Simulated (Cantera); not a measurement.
An isothermal, constant-pressure homogeneous reactor starts with 19.6 % C₂H₆, 80.4 % N₂, at 1350 K and 3.00 Torr.

Computed with Cantera and GRI-Mech 3.0 (53 species, 325 reactions). GRI-Mech 3.0 stops at C3 and has no aromatics, soot or wall deposition, so with more carbon than oxygen in the feed, carbon stays in small species such as C2H2 where larger ones or solid carbon would form. Radical loss at walls, strong at low pressure, is not modelled.

x: mole fraction; the columns are a selection and need not sum to one.

```tsv
t (s)	x C₂H₆	x C₂H₄	x C₂H	x CH₂	x CH₃	x C₂H₂	x HCN
0.000600	0.196	1.69e-5	<1e-12	1.34e-8	0.000454	2.00e-10	<1e-12
0.00165	0.195	0.000326	<1e-12	1.33e-7	0.00110	5.18e-8	2.81e-11
0.00456	0.188	0.00426	5.50e-11	6.82e-7	0.00258	1.02e-5	1.82e-9
0.0126	0.155	0.0255	[?]	1.71e-6	0.00507	0.000499	9.87e-9
0.0346	0.0772	0.0723	[?]	1.73e-6	0.00463	0.00645	2.23e-8
0.0955	0.0114	0.0909	[?]	6.49e-7	0.00173	0.0289	3.26e-8
0.263	0.000733	0.0701	[?]	6.65e-8	0.000404	0.0543	3.46e-8
0.726	5.69e-5	0.0520	[?]	7.20e-9	0.000124	0.0709	3.42e-8
2.00	6.50e-6	0.0379	[?]	1.05e-9	4.65e-5	0.0835	3.38e-8
```

Fill in the missing entries.


- 0.0126, x C₂H: 1.19e-9
- 0.0346, x C₂H: 7.36e-9
- 0.0955, x C₂H: 1.95e-8
- 0.263, x C₂H: 1.08e-8
- 0.726, x C₂H: 4.39e-9
- 2.00, x C₂H: 1.94e-9
